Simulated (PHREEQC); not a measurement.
Dissolve 2.1 mmol/kgw Cu(NO3)2, 190 mmol/kgw H2SO4 and 1.2 mmol/kgw H3BO3 at 25 °C. Closed to the air; pH follows from the charge balance.

The numbers come from PHREEQC with the ion-association model, phreeqc.dat.

No solid was allowed to form.

**Question.** Estimate the pH, specific conductance.

**Answer.** pH 0.77; specific conductance 67800 µS/cm.

**Question.** In which forms is Cu present?

**Answer.** Cu+2 70 %, CuSO4 30 % of the Cu.
